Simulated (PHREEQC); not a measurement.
A solution holds 0.19 mol ZnSO4, 0.015 mol Na2SO4 and 0.061 mol H2SO4 per kg of water, at 25 °C. Closed to the air; pH follows from the charge balance.

Model: ion-association model, phreeqc.dat, run in PHREEQC.

Problem. The ionic strength comes out as 0.463 mol/kgw. What activity coefficients do Na+, Zn(SO4)2-2, SO4-2, NaSO4-, Zn+2 get?

Solution. Na+ 0.72, Zn(SO4)2-2 0.29, SO4-2 0.21, NaSO4- 0.70, Zn+2 0.22.

Precipitation was switched off in this run. Complexes and solids missing from the database can't appear.
